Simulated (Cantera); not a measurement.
Ignition delay

Mixture: CH4 : H2 : O2 : N2 : H2O = 1 : 0.073 : 1.7 : 6.38 : 1.9 (molar parts), equivalence ratio 1.2, at 7500 Torr, adiabatic and at constant pressure. Ignition delay is the time to a rise of 400 K.

Cantera simulation using GRI-Mech 3.0 (53 species, 325 reactions); the numbers are that mechanism's predictions, not measurements.

```tsv
T0 (K)	delay (ms)
1023	15.9
1123	4.35
1223	1.71
1323	0.767
1423	0.349
1523	0.156
1623	0.0685
```

```json
{
  "apparent activation energy between 1423 and 1623 K": "160 kJ/mol"
}
```
